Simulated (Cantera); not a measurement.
## Diamond growth

A diamond (100) surface in a fixed gas of H2 with x(CH4) = 0.0091, x(H) = 0.00082, at 1048 K, 0.0390 bar; coverages are run to steady state.

Detailed kinetics in Cantera: the Harris–Goodwin 1993 mechanism for the reconstructed diamond (100) surface.

| x(CH3) | growth (µm/h) | θ c6HH | θ c6H* | θ c6*H | θ c6** | θ c6HM |
|---|---|---|---|---|---|---|
| 1e-06 | 0.0128 | 0.562 | 0.0224 | 0.403 | 0.0118 | 0.000269 |
| 2.3e-06 | 0.0294 | 0.562 | 0.0224 | 0.403 | 0.0117 | 0.000619 |
| 5.3e-06 | 0.0676 | 0.561 | 0.0224 | 0.403 | 0.0117 | 0.00142 |
| 1.2e-05 | 0.153 | 0.560 | 0.0223 | 0.402 | 0.0117 | 0.00321 |
| 2.8e-05 | 0.353 | 0.556 | 0.0222 | 0.399 | 0.0116 | 0.00744 |
| 6.3e-05 | 0.781 | 0.549 | 0.0219 | 0.394 | 0.0113 | 0.0165 |
| 0.00014 | 1.67 | 0.534 | 0.0213 | 0.382 | 0.0107 | 0.0353 |
| 0.00033 | 3.63 | 0.502 | 0.0199 | 0.358 | 0.00958 | 0.0767 |
| 0.00076 | 7.09 | 0.444 | 0.0174 | 0.314 | 0.00760 | 0.150 |
θ: site fractions in the mechanism's names (c6HH fully hydrogenated, c6H* and c6*H radical sites, c6** diradical, c6HM methylated).
